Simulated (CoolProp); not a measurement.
A simple Rankine cycle with R21: condensing at 320.15 K, boiler at 2.46 MPa, turbine inlet 410.5 K, turbine efficiency 0.85, pump efficiency 0.8, no recuperator. Each further row changes one setting.

Computed with CoolProp (reference Helmholtz-energy equation of state, Platzer 1990). This equation is an older, rougher fit; its heat capacities, sound speeds and derivatives of the liquid may be far off and weren't checked against measurements.

```csv
case,thermal efficiency (%),net work (kJ/kg),heat in (kJ/kg),turbine exit temperature (K),volume ratio over the turbine
as stated,(withheld),36.0,247,320.2,6.63
turbine inlet 430.5 K,15.0,40.0,267,335.3,6.35
condensing temperature 312.15 K,15.8,40.4,(withheld),312.1,8.29
boiler pressure 1.72 MPa,12.6,33.0,261,336.5,4.40
turbine efficiency 0.75,12.7,(withheld),247,320.2,6.77
```

Question: Some entries are withheld; supply them.

Answer: 
- as stated, thermal efficiency (%): 14.5
- condensing temperature 312.15 K, heat in (kJ/kg): 256
- turbine efficiency 0.75, net work (kJ/kg): 31.5

The expansion ends wet for: as stated; condensing temperature 312.15 K; turbine efficiency 0.75.
